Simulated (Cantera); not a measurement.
An adiabatic, constant-volume homogeneous reactor starts with C3H8 : O2 : N2 = 1 : 10 : 37.6 (molar parts), equivalence ratio 0.50, at 1525 K and 0.395 atm. Integrator tolerance rtol = 1e-08.

Model: GRI-Mech 3.0 (53 species, 325 reactions), integrated in Cantera. GRI-Mech 3.0 was tuned for natural gas; its chemistry of propane as a main component is partial and can be far from experiment.

```json
[
 {"quantity": "time of steepest temperature rise", "before": "0.104 ms", "after": "0.113 ms"},
 {"quantity": "temperature at 0.100 s", "before": "2574 K", "after": "2902 K"},
 {"quantity": "equilibrium temperature", "before": "2574 K", "after": "2902 K"},
 {"quantity": "x(C3H8) at 0.100 s", "before": "<1e-12 (gas-phase equilibrium <1e-12)", "after": "<1e-12 (gas-phase equilibrium <1e-12)"},
 {"quantity": "x(O2) at 0.100 s", "before": "0.0908 (gas-phase equilibrium 0.0908)", "after": "0.00620 (gas-phase equilibrium 0.00620)"},
 {"quantity": "x(NO) at 0.100 s", "before": "0.0167 (gas-phase equilibrium 0.0167)", "after": "0.00650 (gas-phase equilibrium 0.00650)"},
 {"quantity": "x(H2O2) at 0.100 s", "before": "1.44e-7 (gas-phase equilibrium 1.44e-7)", "after": "1.28e-7 (gas-phase equilibrium 1.28e-7)"},
 {"quantity": "x(HCO) at 0.100 s", "before": "1.89e-9 (gas-phase equilibrium 1.89e-9)", "after": "2.22e-7 (gas-phase equilibrium 2.22e-7)"},
 {"quantity": "x(NO2) at 0.100 s", "before": "7.54e-6 (gas-phase equilibrium 7.54e-6)", "after": "6.56e-7 (gas-phase equilibrium 6.56e-7)"}
]
```

Problem. Which change was made?
(A) O2 10 to 4.4 parts
(B) pressure from 0.395 atm to 18.8 atm
(C) C3H8 1 to 2.8 parts
(D) constant pressure in place of constant volume

Solution. C, C3H8 1 to 2.8 parts
